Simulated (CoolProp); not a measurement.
R22 along the isotherm 500 K: Z from the reference equation and from simpler models built on Tc = 369.3 K, pc = 49.90 bar, ω = 0.221; each cubic takes its own stable root.

Model: reference Helmholtz-energy equation of state, Kamei 1995, in CoolProp.

```
p (bar)  phase  reference
-------  -----  ---------
2.27       gas     0.9948
4.54       gas     0.9896
6.8        gas     0.9843
9.07       gas     0.9791
11.3       gas     0.9739
13.6       gas     0.9685
15.9       gas     0.9631
18.1       gas     0.9580
20.4       gas     0.9525
22.7       gas     0.9471
25         gas     0.9417
```

**Question.** How far does each simpler model (Pitzer virial, van der Waals, Redlich-Kwong, Soave-Redlich-Kwong, Peng-Robinson) lie from the reference over these 11 states: mean and median of the absolute difference, and the worst?

**Answer.** 
- Pitzer virial: mean 0.0 %, median 0.0 %, worst +0.0 % at 500 K and 25 bar
- van der Waals: mean 0.7 %, median 0.7 %, worst -1.4 % at 500 K and 25 bar
- Redlich-Kwong: mean 0.6 %, median 0.6 %, worst -1.1 % at 500 K and 25 bar
- Soave-Redlich-Kwong: mean 0.2 %, median 0.2 %, worst +0.4 % at 500 K and 25 bar
- Peng-Robinson: mean 0.6 %, median 0.6 %, worst -0.9 % at 500 K and 25 bar
